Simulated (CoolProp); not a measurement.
Vapour-liquid equilibrium of isobutane (1) + R245fa (2) at 53.45 °C; x and y are mole fractions of (1).

Values from CoolProp's multi-fluid Helmholtz-energy mixture model, Bücker 2006 and Akasaka 2015; pair parameters Bell 2016.

| x | bubble pressure (bar) | y at the bubble point | dew pressure at overall composition x (bar) | liquid density (mol/L) |
|---|---|---|---|---|
| 0.05 | 4.861 | 0.229 | 4.012 | 9.297 |
| 0.2 | 6.809 | 0.489 | 4.704 | 9.066 |
| 0.35 | 7.702 | 0.583 | 5.641 | 8.865 |
| 0.5 | 8.132 | 0.639 | 6.909 | 8.717 |
| 0.65 | 8.346 | 0.692 | 8.193 | 8.644 |
| 0.8 | 8.338 | 0.769 | 8.266 | 8.659 |
| 0.95 | 7.834 | 0.915 | 7.679 | 8.764 |

y crosses x between x = 0.65 and 0.8: the model has an azeotrope there.

The pair parameters rest on a limited set of measurements; away from them the model extrapolates. With so large a gap from Raoult's law the liquid may split in two, which this calculation doesn't test in full.
